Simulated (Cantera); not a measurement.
Mixture: C₃H₈ : O₂ : N₂ : H₂O = 1 : 6.94 : 43.8 : 1.4 (molar parts), equivalence ratio 0.72, at 1.01 bar, adiabatic and at constant volume. Ignition delay is the time to a rise of 400 K.

Computed with Cantera and GRI-Mech 3.0 (53 species, 325 reactions). GRI-Mech 3.0 was tuned for natural gas; its chemistry of propane as a main component is partial and can be far from experiment.

**Question.** What does this change do: N2 43.8 to 34 parts?

**Answer.** 
```json
[
 {"quantity": "delay at 1175 K", "before": "13.5 ms", "after": "11.7 ms"},
 {"quantity": "delay at 1275 K", "before": "1.89 ms", "after": "1.64 ms"},
 {"quantity": "delay at 1375 K", "before": "0.392 ms", "after": "0.341 ms"},
 {"quantity": "delay at 1475 K", "before": "0.118 ms", "after": "0.103 ms"},
 {"quantity": "apparent activation energy between 1425 and 1525 K", "before": "190 kJ/mol", "after": "190 kJ/mol"}
]
```
